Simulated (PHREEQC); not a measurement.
Dissolve 0.07 mmol/kgw CaSO4, 0.032 mmol/kgw NaF and 0.16 mmol/kgw H4SiO4 at 20 °C. Closed to the air; pH follows from the charge balance.

Computed with PHREEQC (ion-association model, wateq4f.dat).

No solid was allowed to form.

Q: Predict the pH.

A: pH 6.80.

Q: In which forms is Ca present?

A: Ca+2 99 %, CaSO4 1.1 % of the Ca.

Examples of supersaturated solids here: Quartz (slow to form). Others may be too. SiF6-2 is the database's only silicon fluoride.
